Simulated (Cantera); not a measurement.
Input (Python, Cantera):

```python
import numpy as np
import cantera as ct

surf = ct.Interface("diamond.yaml", "diamond_100")
gas, bulk = surf.adjacent["gas"], surf.adjacent["diamond"]
k = surf.kinetics_species_index(bulk.species_names[0])
cover = ["c6HH", "c6H*", "c6*H", "c6**", "c6HM", "c6B"]

rows, drift = [], 0.0
print(f"{'P':>10s}{'um/h':>11s}" + "".join(f"{s:>11s}" for s in cover))
for v in [580, 1100, 1900, 3500, 6300, 11000, 21000, 38000]:
    T, P, xH, xCH3 = 950, v, 0.0044, 8.2e-05
    gas.TPX = T, P, {"H": xH, "CH3": xCH3, "CH4": 0.0037, "H2": 1 - xH - xCH3 - 0.0037}
    surf.TP = bulk.TP = T, P
    surf.coverages = "c6H*:0.1, c6HH:0.9"
    surf.advance_coverages(100.0)
    before = surf.coverages
    surf.advance_coverages(100.0)
    drift = max(drift, np.max(np.abs(surf.coverages - before) / (surf.coverages + 1e-9)))
    rate = surf.net_production_rates[k] * bulk.mean_molecular_weight / bulk.density * 3.6e9
    rows.append([rate, *surf[cover].coverages])
    print(f"{v:10.4g}{rate:11.4e}" + "".join(f"{x:11.3e}" for x in rows[-1][1:]))
```

It prints:

```
         P       um/h       c6HH       c6H*       c6*H       c6**       c6HM        c6B
       580 1.7648e-01  6.344e-01  1.392e-02  3.305e-01  6.536e-03  1.122e-02  4.789e-10
      1100 3.4957e-01  6.340e-01  1.391e-02  3.302e-01  6.533e-03  1.173e-02  9.486e-10
      1900 6.1668e-01  6.338e-01  1.392e-02  3.301e-01  6.531e-03  1.198e-02  1.673e-09
      3500 1.1515e+00  6.337e-01  1.393e-02  3.300e-01  6.531e-03  1.215e-02  3.125e-09
      6300 2.0880e+00  6.336e-01  1.395e-02  3.300e-01  6.533e-03  1.224e-02  5.666e-09
   1.1e+04 3.6606e+00  6.336e-01  1.399e-02  3.299e-01  6.538e-03  1.229e-02  9.933e-09
   2.1e+04 7.0091e+00  6.335e-01  1.407e-02  3.298e-01  6.548e-03  1.232e-02  1.902e-08
   3.8e+04 1.2709e+01  6.335e-01  1.422e-02  3.296e-01  6.565e-03  1.235e-02  3.449e-08
```

Detailed kinetics in Cantera: the Harris–Goodwin 1993 mechanism for the reconstructed diamond (100) surface.
